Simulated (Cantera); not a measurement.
**Adiabatic ignition**

An adiabatic, constant-pressure homogeneous reactor starts with CH4 : O2 : N2 = 1 : 0.952 : 3.58 (molar parts), at 1325 K and 26000 Pa.

Computed with Cantera and GRI-Mech 3.0 (53 species, 325 reactions).

```json
[
 {"t (s)": "6.00e-6", "T (K)": "1325", "x CH4": "0.181", "x O2": "0.172", "x NO2": "<1e-12", "x HO2": "1.87e-8", "x HCO": "<1e-12", "x C2H6": "<1e-12"},
 {"t (s)": "1.98e-5", "T (K)": "1325", "x CH4": "0.181", "x O2": "0.172", "x NO2": "<1e-12", "x HO2": "6.13e-8", "x HCO": "<1e-12", "x C2H6": "<1e-12"},
 {"t (s)": "6.52e-5", "T (K)": "1325", "x CH4": "0.181", "x O2": "0.172", "x NO2": "<1e-12", "x HO2": "1.98e-7", "x HCO": "<1e-12", "x C2H6": "7.26e-12"},
 {"t (s)": "0.000215", "T (K)": "1325", "x CH4": "0.181", "x O2": "0.172", "x NO2": "<1e-12", "x HO2": "6.04e-7", "x HCO": "<1e-12", "x C2H6": "3.14e-10"},
 {"t (s)": "0.000709", "T (K)": "1325", "x CH4": "0.181", "x O2": "0.172", "x NO2": "<1e-12", "x HO2": "1.51e-6", "x HCO": "2.32e-12", "x C2H6": "2.08e-8"},
 {"t (s)": "0.00234", "T (K)": "1325", "x CH4": "0.181", "x O2": "0.172", "x NO2": "<1e-12", "x HO2": "1.72e-6", "x HCO": "8.40e-11", "x C2H6": "2.11e-6"},
 {"t (s)": "0.00770", "T (K)": "1326", "x CH4": "0.180", "x O2": "0.172", "x NO2": "<1e-12", "x HO2": "2.94e-6", "x HCO": "1.74e-9", "x C2H6": "6.69e-5"},
 {"t (s)": "0.0254", "T (K)": "1348", "x CH4": "0.175", "x O2": "0.168", "x NO2": "<1e-12", "x HO2": "1.89e-5", "x HCO": "5.00e-8", "x C2H6": "0.000894"},
 {"t (s)": "0.0837", "T (K)": "2296", "x CH4": "3.62e-12", "x O2": "7.15e-6", "x NO2": "5.56e-10", "x HO2": "2.79e-9", "x HCO": "5.47e-8", "x C2H6": "<1e-12"},
 {"t (s)": "0.276", "T (K)": "2296", "x CH4": "3.48e-12", "x O2": "7.22e-6", "x NO2": "2.89e-10", "x HO2": "2.82e-9", "x HCO": "5.48e-8", "x C2H6": "<1e-12"},
 {"t (s)": "0.910", "T (K)": "2296", "x CH4": "3.47e-12", "x O2": "7.22e-6", "x NO2": "2.55e-10", "x HO2": "2.82e-9", "x HCO": "5.48e-8", "x C2H6": "<1e-12"},
 {"t (s)": "3.00", "T (K)": "2296", "x CH4": "3.47e-12", "x O2": "7.22e-6", "x NO2": "2.55e-10", "x HO2": "2.82e-9", "x HCO": "5.48e-8", "x C2H6": "<1e-12"}
]
```
x: mole fraction; the columns are a selection and need not sum to one.

```json
{
 "time_of_steepest_temperature_rise": "34.7 ms",
 "temperature at 3.00 s": "2296 K",
 "equilibrium_temperature": "2296 K",
 "x(CH4) at 3.00 s": "3.47e-12 (gas-phase equilibrium 3.90e-12)",
 "x(O2) at 3.00 s": "7.22e-6 (gas-phase equilibrium 7.22e-6)",
 "x(NO2) at 3.00 s": "2.55e-10 (gas-phase equilibrium 2.55e-10)"
}
```
